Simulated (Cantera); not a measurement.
A closed system holds: 1 mol SiO2, 4.9 mol CH4, 7.4 mol H2, equilibrated at 133 Pa.

Cantera equilibrium calculation (NASA polynomials, part measured and part estimated; ideal gas, pure solids and liquids). Candidate condensed phases: C, C6H6, C7H8, C8H18, H2O, Si, SiC, SiO2; 123 gas species. Kinetics and transport are ignored. All values below are at 1848 K.

Base state: H2 0.883, CO 0.103, H 0.0136, SiO 0.000653, C2H2 (acetylene) 0.000227, Si 0.000140 (mole fractions); condensed: C(graphite) + SiC(s).

Task: What changes in the equilibrium state with this change: SiO2 replaced by Fe3O4?

Result: 
```csv
species,before,after
H2,0.883,0.765
CO,0.103,0.179
Fe,0,0.0428
H,0.0136,0.0127
SiO,0.000653,0
Si,0.000140,0
C2H2 (acetylene),0.000227,0.000197
"C(graphite), mol",1.92,0.891
"SiC(s), mol",0.984,0
"Fe(l), mol",0,2.05
```
Iron dissolves carbon and melts from about 1420 K in contact with it, which pure phases cannot show. Condensed phases not in the tables: cementite and carbon dissolved in iron. Further candidate phases: Fe, Fe(CO)5, FeO, Fe(OH)2, Fe(OH)3, Fe2O3, Fe3O4.
